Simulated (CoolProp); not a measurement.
A closed Brayton cycle with nitrogen: compressor inlet 328.15 K and 1.2 MPa, high pressure 2.98 MPa, turbine inlet 670 K, compressor efficiency 0.8, turbine efficiency 0.9, recuperator effectiveness 0 (on enthalpy, no pinch check). Each further row changes one setting.

Computed with CoolProp (reference Helmholtz-energy equation of state, Span 2000).

```tsv
case	thermal efficiency (%)	net work (kJ/kg)	compressor to turbine work	compressor exit (K)	turbine exit (K)
as stated	7.6	18.0	0.88	449.8	535.8
turbine inlet 620 K	3.8	7.04	0.95	449.8	494.8
compressor inlet 338.15 K	6.3	14.1	0.90	463.4	535.8
high pressure 2.53 MPa	7.6	20.0	0.84	425.6	557.8
recuperator effectiveness 0.5	9.4	18.0	0.88	449.8	535.8
```
